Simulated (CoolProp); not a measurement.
A Linde-Hampson liquefier for ethylene: isothermal reversible compression at 320 K from 1 atm to 5 MPa, throttling to 1 atm, return gas leaving the recuperator 10 K below the feed. Each further row changes one setting.

Computed with CoolProp (reference Helmholtz-energy equation of state, Smukala 2000).

```tsv
case	liquid yield per pass	compression work (kJ/kg of gas)
as stated	___	347
high pressure 10 MPa	___	___
warm-end temperature 350 K	___	___
warm-end gap 15 K	___	347
```

Task: What belongs in the gaps?

Result: 
- as stated, liquid yield per pass: 0.100
- high pressure 10 MPa, liquid yield per pass: 0.304
- high pressure 10 MPa, compression work (kJ/kg of gas): 386
- warm-end temperature 350 K, liquid yield per pass: 0.066
- warm-end temperature 350 K, compression work (kJ/kg of gas): 387
- warm-end gap 15 K, liquid yield per pass: 0.089
